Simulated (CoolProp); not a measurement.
Vapour-liquid equilibrium of methanol (1) + ethanol (2) at 403.5 K; x and y are mole fractions of (1).

The numbers come from the multi-fluid Helmholtz-energy mixture model, de Reuck 1993 and Schroeder 2014; pair parameters Bell 2016 in CoolProp.

| x | bubble pressure, mixture model (kPa) | bubble pressure, Raoult's law (kPa) | y, mixture model | y, Raoult's law |
|---|---|---|---|---|
| 0.05 | 592.8 | 592.7 | 0.069 | 0.072 |
| 0.125 | ? | 613.0 | 0.166 | 0.173 |
| 0.2 | 631.6 | 633.3 | ? | 0.268 |
| 0.275 | ? | 653.6 | ? | 0.358 |
| 0.35 | 669.0 | 673.9 | 0.424 | 0.441 |
| 0.425 | 687.8 | 694.1 | ? | 0.520 |
| 0.5 | 706.8 | 714.4 | 0.577 | 0.595 |
| 0.575 | ? | 734.7 | 0.649 | 0.665 |
| 0.65 | 746.4 | 755.0 | 0.719 | 0.732 |
| 0.725 | 767.1 | 775.3 | 0.785 | 0.795 |
| 0.8 | ? | 795.6 | 0.848 | 0.854 |
| 0.875 | ? | 815.9 | 0.908 | 0.911 |
| 0.95 | 833.9 | 836.2 | 0.965 | 0.965 |

Q: Complete the blanks.

A: 
- 0.125, bubble pressure, mixture model (kPa): 612.5
- 0.2, y, mixture model: 0.257
- 0.275, bubble pressure, mixture model (kPa): 650.4
- 0.275, y, mixture model: 0.342
- 0.425, y, mixture model: 0.502
- 0.575, bubble pressure, mixture model (kPa): 726.3
- 0.8, bubble pressure, mixture model (kPa): 788.6
- 0.875, bubble pressure, mixture model (kPa): 810.9

The largest gap from Raoult's law is -1.1 % in bubble pressure, at x = 0.65. No azeotrope shows between x = 0.05 and 0.95.

Pair parameters are fitted to limited data, so mixtures are less certain than the pure fluids.
